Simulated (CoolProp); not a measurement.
Vapour-liquid equilibrium of acetone (1) + benzene (2) at 4.6 bar; x and y are mole fractions of (1).

Computed with CoolProp (multi-fluid Helmholtz-energy mixture model, Lemmon 2006 and Thol 2012; pair parameters Bell 2016).

| x | bubble temperature, mixture model (K) | bubble temperature, Raoult's law (K) | y, mixture model | y, Raoult's law |
|---|---|---|---|---|
| 0.05 | 408.7 | 409.7 | 0.107 | 0.095 |
| 0.15 | 403.3 | 405.6 | 0.276 | 0.260 |
| 0.25 | 399.1 | 401.9 | 0.407 | 0.400 |
| 0.35 | 395.6 | 398.5 | 0.513 | 0.519 |
| 0.45 | 392.7 | 395.3 | 0.605 | 0.622 |
| 0.55 | 390.1 | 392.4 | 0.686 | 0.711 |
| 0.65 | 387.9 | 389.7 | 0.760 | 0.790 |
| 0.75 | 385.9 | 387.2 | 0.830 | 0.859 |
| 0.85 | 384.0 | 384.9 | 0.899 | 0.920 |
| 0.95 | 382.4 | 382.6 | 0.966 | 0.975 |

The largest gap from Raoult's law is -2.9 K in bubble temperature, at x = 0.35. No azeotrope shows between x = 0.05 and 0.95.

Pair parameters are fitted to limited data, so mixtures are less certain than the pure fluids.
